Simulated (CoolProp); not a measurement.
Vapour-liquid equilibrium of R113 (1) + n-heptane (2) at 0.00881 MPa; x and y are mole fractions of (1).

Computed with CoolProp (multi-fluid Helmholtz-energy mixture model, Marx 1992 and Span 2003; pair parameters Bell 2016).

### Question
Give the bubble temperature and the first vapour's composition at x = 0.05, 0.8, 0.95. Is there an azeotrope?

### Answer
x = 0.05: 298.2 K, y = 0.339; x = 0.8: 265.8 K, y = 0.970; x = 0.95: 263.4 K, y = 0.992. No azeotrope shows between x = 0.05 and 0.95.

The pair parameters rest on a limited set of measurements; away from them the model extrapolates.
